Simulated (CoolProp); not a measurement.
Vapour-liquid equilibrium of acetone (1) + dimethyl carbonate (2) at 0.234 MPa; x and y are mole fractions of (1).

Values from CoolProp's multi-fluid Helmholtz-energy mixture model, Lemmon 2006 and Zhou 2011; pair parameters Bell 2016.

Problem. Give the bubble temperature and the first vapour's composition at x = 0.05, 0.45, 0.95. Is there an azeotrope?

Solution. x = 0.05: 388.9 K, y = 0.121; x = 0.45: 371.6 K, y = 0.669; x = 0.95: 357.2 K, y = 0.980. No azeotrope shows between x = 0.05 and 0.95.

Pair parameters are fitted to limited data, so mixtures are less certain than the pure fluids. The gap from Raoult's law changes sign with composition, which may be real or a fault of the pair parameters; it wasn't checked against measurements.
